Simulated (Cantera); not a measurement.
A Cantera script and what it prints.

```python
import numpy as np
import cantera as ct

gas_names = """
    CL CL2 H HCL H2 Si SiCL SiCL2 SiCL3 SiCL4 SiH SiHCL3 SiH2 SiH2CL2 SiH3 SiH3CL SiH4 Si2 Si3
""".split()
cond_names = """
    Si(cr) Si(L)
""".split()


# ... load() reads the species with a 1 bar reference pressure and builds the phases ...
atoms = {
    'Si': {'Si': 1},
    'HCl': {'H': 1, 'CL': 1},
    'H2': {'H': 2},
}
top_T = {}  # K; cautious upper limits of use, not melting points


# ... equilibrate(T, P, feed) seeds the gas with the atoms and calls Mixture.equilibrate('TP', solver="vcs", rtol=1e-11, max_steps=5000) ...
results = []
feed = {'Si': 1, 'HCl': 2.3, 'H2': 6.1}  # mol
P = 15000  # Pa
for T in [575, 675, 775, 875, 975, 1075, 1175, 1275, 1375, 1475, 1575]:
    mix = equilibrate(T, P, feed)
    results.append((T, P, feed, dict(zip(mix.species_names, mix.species_moles))))

top = {s: max(r[3][s] / sum(r[3][g] for g in gas_names) for r in results) for s in gas_names}
cols = sorted((s for s in top if top[s] > 0.0001), key=lambda s: -top[s])[:7]
seen = [c for c in cond_names if any(r[3].get(c, 0) > 1e-12 for r in results)]
print("log10 of partial pressures in bar; condensed amounts in mol")
print(f"{'T/K':>10s}" + "".join(f"{s[:9]:>10s}" for s in cols + seen))
for T, P, feed, n in results:
    ng = sum(n[g] for g in gas_names)
    print(f"{T:10.4g}" + "".join(f"{np.log10(max(n[s] / ng * P / 1e5, 1e-99)):10.3f}" for s in cols)
          + "".join(f"{n.get(c, 0):10.4g}" for c in seen))
```

Output:

```
log10 of partial pressures in bar; condensed amounts in mol
       T/K        H2       HCL     SiCL2     SiCL4    SiHCL3     SiCL3   SiH2CL2    Si(cr)
       575    -0.861    -5.381   -10.319    -2.093    -2.401    -7.876    -4.045    0.3713
       675    -0.861    -4.410    -8.152    -2.087    -2.420    -6.449    -3.961    0.3734
       775    -0.861    -3.694    -6.553    -2.084    -2.439    -5.394    -3.907    0.3772
       875    -0.862    -3.147    -5.328    -2.086    -2.460    -4.588    -3.873    0.3853
       975    -0.865    -2.719    -4.365    -2.099    -2.488    -3.958    -3.856    0.4013
      1075    -0.870    -2.380    -3.599    -2.137    -2.533    -3.468    -3.860    0.4264
      1175    -0.879    -2.116    -2.995    -2.223    -2.614    -3.104    -3.896    0.4534
      1275    -0.892    -1.924    -2.542    -2.402    -2.764    -2.879    -3.985    0.4641
      1375    -0.906    -1.805    -2.244    -2.729    -3.025    -2.818    -4.150    0.4478
      1475    -0.914    -1.750    -2.088    -3.208    -3.396    -2.914    -4.388    0.4213
      1575    -0.918    -1.733    -2.018    -3.755    -3.814    -3.095    -4.656    0.4013
```

Method: chemical equilibrium by Gibbs-energy minimisation in Cantera with the NASA 1993 tables (ideal gas, pure condensed phases). The tables' values for SiCl3 are old estimates; treat these amounts as uncertain.
